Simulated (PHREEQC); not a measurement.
Make-up at 20 °C: 5 mmol/kgw NaHSO4. Closed to the air; pH follows from the charge balance.

Computed with PHREEQC (ion-association model, wateq4f.dat).

```
quantity                  before    after
------------------------  ------  -------
pH                          2.43     3.05
ionic strength (mol/kgw)  0.0130  0.00287
```

Task: What was changed between the two runs?
(A) NaHSO4 from 0.005 to 0.0005 mol/kgw
(B) NaHSO4 replaced by NaHS at the same molality
(C) NaHSO4 replaced by (NH4)2SO4 at the same molality
(D) diluted 5-fold with water
(E) NaHSO4 replaced by Na2SiF6 at the same molality

Result: D, diluted 5-fold with water

No solid was allowed to form.
